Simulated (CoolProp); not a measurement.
Vapour-liquid equilibrium of R22 (1) + methanol (2) at 1.86 bar; x and y are mole fractions of (1).

Model: multi-fluid Helmholtz-energy mixture model, Kamei 1995 and de Reuck 1993; pair parameters Bell 2016, in CoolProp.

**Question.** Give the bubble temperature and the first vapour's composition at x = 0.35, 0.5, 0.95. Is there an azeotrope?

**Answer.** x = 0.35: -7.5 °C, y = 0.989; x = 0.5: -14.4 °C, y = 0.994; x = 0.95: -25.7 °C, y = 0.999. No azeotrope shows between x = 0.05 and 0.95.

Pair parameters are fitted to limited data, so mixtures are less certain than the pure fluids.
